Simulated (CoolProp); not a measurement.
Vapour-liquid equilibrium of benzene (1) + m-xylene (2) at 388.8 K; x and y are mole fractions of (1).

Computed with CoolProp (multi-fluid Helmholtz-energy mixture model, Thol 2012 and Zhou 2012; pair parameters Bell 2016).

### Question
Give the bubble pressure and the first vapour's composition at x = 0.35, 0.5, 0.95. Is there an azeotrope?

### Answer
x = 0.35: 126.6 kPa, y = 0.723; x = 0.5: 158.6 kPa, y = 0.826; x = 0.95: 258.5 kPa, y = 0.989. No azeotrope shows between x = 0.05 and 0.95.

Pair parameters are fitted to limited data, so mixtures are less certain than the pure fluids.
